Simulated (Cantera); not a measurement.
Input: 1 mol HCl, 0.097 mol O2, 10 mol H2, held at 1825 K and 4.30 mbar.

Method: chemical equilibrium by Gibbs-energy minimisation in Cantera with the NASA 1993 tables (ideal gas, pure condensed phases). The numbers say what is thermodynamically allowed, not how fast it happens.

```json
[
 {"species": "H2", "before": "0.886", "after": "0.559"},
 {"species": "H", "before": "0.00632", "after": "0.353"},
 {"species": "HCl", "before": "0.0901", "after": "0.0510"},
 {"species": "Cl", "before": "0.000490", "after": "0.0227"},
 {"species": "H2O", "before": "0.0176", "after": "0.0120"},
 {"species": "O", "before": "4.81e-8", "after": "0.000679"},
 {"species": "OH", "before": "8.76e-6", "after": "0.00165"}
]
```
Gas species are given as mole fractions.

### Question
What was changed between the two runs?
A. temperature from 1825 K to 850 K
B. O2 from 0.097 to 3.3 mol
C. H2 from 10 to 0.074 mol
D. temperature from 1825 K to 2548 K

### Answer
D, temperature from 1825 K to 2548 K
